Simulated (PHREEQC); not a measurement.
**Polishing slurry liquid: an equilibrium model**

Make-up at 45 °C: 0.068 mol/kgw NH3, 0.0038 mol/kgw K2SO4 and 0.0021 mol/kgw KH2PO4. Closed to the air; pH follows from the charge balance.

Computed with PHREEQC (ion-association model, phreeqc.dat).

Each row changes one thing in this solution. This is a speciation only: nothing precipitates in the calculation.

```json
[
 {"case": "as made", "pH": "10.12", "ionic strength (mol/kgw)": "0.0179", "NH3 (mol/kgw)": "0.0653", "SO4-2 (mol/kgw)": "0.00354", "NH4+ (mol/kgw)": "0.00268", "KSO4- (mol/kgw)": "0.000190"},
 {"case": "KH2PO4 replaced by Na3PO4 at the same molality", "pH": "[?]", "ionic strength (mol/kgw)": "0.0203", "NH3 (mol/kgw)": "[?]", "SO4-2 (mol/kgw)": "0.00357", "NH4+ (mol/kgw)": "0.000659", "KSO4- (mol/kgw)": "0.000146"},
 {"case": "K2SO4 replaced by H2SO4 at the same molality", "pH": "9.52", "ionic strength (mol/kgw)": "0.0173", "NH3 (mol/kgw)": "0.0581", "SO4-2 (mol/kgw)": "0.00350", "NH4+ (mol/kgw)": "0.00960", "KSO4- (mol/kgw)": "4.10e-5"},
 {"case": "diluted 5-fold with water", "pH": "[?]", "ionic strength (mol/kgw)": "0.00387", "NH3 (mol/kgw)": "[?]", "SO4-2 (mol/kgw)": "0.000744", "NH4+ (mol/kgw)": "0.000777", "KSO4- (mol/kgw)": "1.06e-5"},
 {"case": "NH3 from 0.068 to 0.0748 mol/kgw", "pH": "10.16", "ionic strength (mol/kgw)": "0.0179", "NH3 (mol/kgw)": "0.0720", "SO4-2 (mol/kgw)": "0.00354", "NH4+ (mol/kgw)": "0.00273", "KSO4- (mol/kgw)": "0.000190"},
 {"case": "diluted 2-fold with water", "pH": "[?]", "ionic strength (mol/kgw)": "0.00921", "NH3 (mol/kgw)": "0.0324", "SO4-2 (mol/kgw)": "0.00182", "NH4+ (mol/kgw)": "0.00153", "KSO4- (mol/kgw)": "5.64e-5"}
]
```

Q: Fill in the missing entries.

A: 
- KH2PO4 replaced by Na3PO4 at the same molality, pH: 10.75
- KH2PO4 replaced by Na3PO4 at the same molality, NH3 (mol/kgw): 0.0673
- diluted 5-fold with water, pH: 9.92
- diluted 5-fold with water, NH3 (mol/kgw): 0.0128
- diluted 2-fold with water, pH: 10.04

Species that the database lacks are ignored. At this temperature some constants are extrapolated from 25 °C, and those without enthalpy data are left unchanged.
